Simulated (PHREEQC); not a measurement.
## Alkaline etch or developer (model solution)

Consider water at 20 °C with 0.00105 mol/kgw NaOH, 0.000105 mol/kgw H4SiO4 and 0.0055 mol/kgw Na2CO3. Closed to the air; pH follows from the charge balance.

The numbers come from PHREEQC with the ion-association model, wateq4f.dat.

Precipitation was switched off in this run.

Problem. Predict the pH, ionic strength.

Solution. pH 11.25; ionic strength 0.0162 mol/kgw.

Problem. In which forms is C present?

Solution. CO3-2 84 %, NaCO3- 8.6 %, HCO3- 7.8 % of the C.

Species that the database lacks are ignored.
